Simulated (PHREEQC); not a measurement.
# Metal-bearing waste water

Solution (20 °C): 2.45 mmol/kgw CuSO4, 1.3 mmol/kgw CaCl2 and 0.265 mmol/kgw NaH2PO4. Closed to the air; pH follows from the charge balance.

Model: ion-association model, wateq4f.dat, run in PHREEQC.

Precipitation was switched off in this run.

### Question
What pH, ionic strength does the model give?

### Answer
pH 5.12; ionic strength 0.0119 mol/kgw.

### Question
In which forms is P present?

### Answer
H2PO4- 97 %, CaH2PO4+ 1.6 %, HPO4-2 1.1 % of the P.

Saturation is exceeded, for instance for Brochantite, Antlerite; the values hold only as long as no solid forms. Species that the database lacks are ignored. H3PO4, which wateq4f.dat lacks, is added to it with the constant of phreeqc.dat. The database has no phosphate complexes of Cu.
